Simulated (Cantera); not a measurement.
A diamond (100) surface in a fixed gas of H2 with x(CH4) = 0.0025, x(H) = 0.0064, x(CH3) = 0.00088, at 1050 K; coverages are run to steady state.

Detailed kinetics in Cantera: the Harris–Goodwin 1993 mechanism for the reconstructed diamond (100) surface.

One state of this run: growth (µm/h) = 4.15; θ c6HH = 0.523; θ c6H* = 0.0216; θ c6*H = 0.386; θ c6** = 0.0123; θ c6HM = 0.0395. θ: site fractions in the mechanism's names (c6HH fully hydrogenated, c6H* and c6*H radical sites, c6** diradical, c6HM methylated).

**Question.** Which value of P (Pa) does it belong to?
(A) 430
(B) 12000
(C) 2800
(D) 1100

**Answer.** D, 1100
